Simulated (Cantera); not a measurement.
Charge: 1 mol B, 2.4 mol H₂O, 0.25 mol N₂, at 0.0290 bar.

These are equilibrium values from Cantera (NASA tables, ideal gas, pure condensed phases), not measurements of a reactor. Candidate condensed phases: B, BN, B₂O₃, B₃O₃H₃, H₂O; 39 gas species. Gases not in the tables: H₃BO₃. Rates play no part.

Which condensed phases are stable at each of these points (T (°C)): 1302, 1402, 1502, 1602, 1702, 1802, 1902, 2002?


```json
[
 {"T (°C)": "1302", "condensed phases": "B₂O₃(l)", "B condensed (%)": "60.0"},
 {"T (°C)": "1402", "condensed phases": "B₂O₃(l)", "B condensed (%)": "16.0"},
 {"T (°C)": "1502", "condensed phases": "gas only", "B condensed (%)": "0.0"},
 {"T (°C)": "1602", "condensed phases": "gas only", "B condensed (%)": "0.0"},
 {"T (°C)": "1702", "condensed phases": "gas only", "B condensed (%)": "0.0"},
 {"T (°C)": "1802", "condensed phases": "gas only", "B condensed (%)": "0.0"},
 {"T (°C)": "1902", "condensed phases": "gas only", "B condensed (%)": "0.0"},
 {"T (°C)": "2002", "condensed phases": "gas only", "B condensed (%)": "0.0"}
]
```

From 1302 °C to 1402 °C the condensed part is B₂O₃(l). From 1502 °C to 2002 °C nothing is condensed.
